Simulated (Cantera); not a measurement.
Charge: 1 mol CHF3, 0.017 mol Si, held at 927 °C and 1.30 Pa.

These are equilibrium values from Cantera (NASA tables, ideal gas, pure condensed phases), not measurements of a reactor. Candidate condensed phases: C, C6H6, C7H8, C8H18, Si, SiC; 113 gas species. Gases not in the tables: C2F6 and larger saturated fluorocarbons. Rates play no part.

### Question
What is the equilibrium state?

### Answer
```
Item                                  Value
--------------------------------  ---------
x(HF)                                 0.667
x(CF4)                                0.322
x(SiF4)                              0.0113
x(CF2)                              2.43e-5
x(F)                                1.21e-5
x(CF3)                              2.34e-6
n(C(graphite))                    0.517 mol
gas amount                        1.500 mol
log10 activity of Si(s) (absent)     -31.57
```
